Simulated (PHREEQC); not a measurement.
0.5 mol of Fluorite (CaF2) is brought to equilibrium with 1 kg of water holding 4.1 mmol/kgw HCl, with rising amounts of NaHS, at 20 °C. The system is closed to oxygen. CO2 from the air is kept out. Only these solids could form: Fluorite.

Equilibrium calculation in PHREEQC: ion-association model, phreeqc.dat.

| NaHS added (mol) | pH | dissolved Ca (mol/kgw) | dissolved F (mol/kgw) | HS- (mol/kgw) | HF (mol/kgw) |
|---|---|---|---|---|---|
| 0 | 2.53 | 0.000580 | 0.00116 | 0 | 0.000916 |
| 0.00208 | 2.85 | 0.000404 | 0.000808 | 1.56e-7 | 0.000517 |
| 0.00417 | 5.26 | 0.000205 | 0.000410 | 7.87e-5 | 2.83e-6 |
| 0.00625 | 6.69 | 0.000210 | 0.000419 | 0.00215 | 1.07e-7 |
| 0.00833 | 6.98 | 0.000214 | 0.000428 | 0.00423 | 5.54e-8 |
| 0.0104 | 7.15 | 0.000218 | 0.000436 | 0.00630 | 3.79e-8 |
| 0.0125 | 7.27 | 0.000222 | 0.000444 | 0.00840 | 2.89e-8 |
| 0.0146 | 7.36 | 0.000225 | 0.000451 | 0.0105 | 2.34e-8 |
| 0.0167 | 7.44 | 0.000229 | 0.000457 | 0.0126 | 1.98e-8 |
| 0.0187 | 7.50 | 0.000231 | 0.000463 | 0.0146 | 1.73e-8 |
| 0.0208 | 7.55 | 0.000234 | 0.000468 | 0.0167 | 1.53e-8 |
| 0.0229 | 7.60 | 0.000237 | 0.000474 | 0.0188 | 1.37e-8 |
| 0.025 | 7.65 | 0.000239 | 0.000479 | 0.0209 | 1.25e-8 |

Species that the database lacks are ignored.
